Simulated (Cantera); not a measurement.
A closed system holds: 1 mol Si, 2.3 mol HBr, 1 mol H₂, at 577 °C and 10.0 mbar.

These are equilibrium values from Cantera (NASA tables, ideal gas, pure condensed phases), not measurements of a reactor. The tables' values for SiBr₃ are old estimates; treat these amounts as uncertain. Kinetics and transport are ignored.

```
species       before     after
----------  --------  --------
H₂             0.773     0.759
SiBr₄          0.200     0.195
HBr           0.0191    0.0403
SiH₂Br₂     0.000132   2.78e-5
SiBr₂       0.000321   0.00146
SiHBr₃       0.00750   0.00340
SiBr₃       0.000259  0.000546
Si(s), mol     0.432     0.448
```
Gas species are given as mole fractions.

Which change was made?
(A) HBr from 2.3 to 22 mol
(B) temperature from 577 °C to 650 °C
(C) pressure from 10.0 mbar to 47.0 Pa
(D) temperature from 577 °C to 1375 °C

C, pressure from 10.0 mbar to 47.0 Pa
